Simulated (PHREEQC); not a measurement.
## Ultrapure water in contact with air or piping (model solution)

Model water analysis in mg/L, 55 °C, pH 6.57, pe 0.2: Na 0.0108; K 0.000187; Ca 0.146; Mg 0.000146; Cl 0.0682; S(6) as SO4 0.00415; Alkalinity as HCO3 0.0579; Ba 6.61e-05; Br 2.5e-05; B 4.84e-06; Li 5.78e-05; N(-3) as NH4 0.000395.

Valence states are taken as typed.

The numbers come from PHREEQC with the ion-association model, phreeqc.dat.

No solid was allowed to form.

Q: What charge-balance error does the model give?

A: charge-balance error 42.9 %.

Q: In which forms is N present?

A: NH4+ 99 %, NH3 1.4 % of the N.

At this temperature some constants are extrapolated from 25 °C, and those without enthalpy data are left unchanged.
